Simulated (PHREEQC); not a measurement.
# Copper plating or etch bath

Make-up at 25 °C: 5.2 mmol/kgw Cu(NO3)2, 0.14 mmol/kgw HCl and 0.32 mmol/kgw KCl. Closed to the air; pH follows from the charge balance.

The numbers come from PHREEQC with the ion-association model, phreeqc.dat.

Each row changes one thing in this solution. No solid was allowed to form.

```
case                                      pH  CuCl+ (mol/kgw)  CuOH+ (mol/kgw)  Cu2(OH)2+2 (mol/kgw)  Cu(OH)2 (mol/kgw)  SI of Sylvite (KCl)
--------------------------------------  ----  ---------------  ---------------  --------------------  -----------------  -------------------
as made                                 3.90          3.96e-6          2.91e-7               4.76e-8            4.23e-9                -7.85
KCl from 0.00032 to 0.00064 mol/kgw     3.90          6.68e-6          2.90e-7               4.74e-8            4.22e-9                -7.32
8.2e-05 mol/kgw H2SO4 added             3.57          3.93e-6          1.34e-7               1.01e-8           9.03e-10                -7.85
diluted 10-fold with water              4.86          5.39e-8          3.28e-7               5.13e-8            4.70e-8                -9.77
temperature from 25 to 60 °C            3.90          1.72e-5          2.82e-7               1.02e-6            4.03e-9                -8.02
Cu(NO3)2 from 0.0052 to 0.0078 mol/kgw  3.91          5.46e-6          4.18e-7               1.03e-7            6.02e-9                -7.87
```

Species that the database lacks are ignored. Constants without temperature data keep their 25 °C values here.
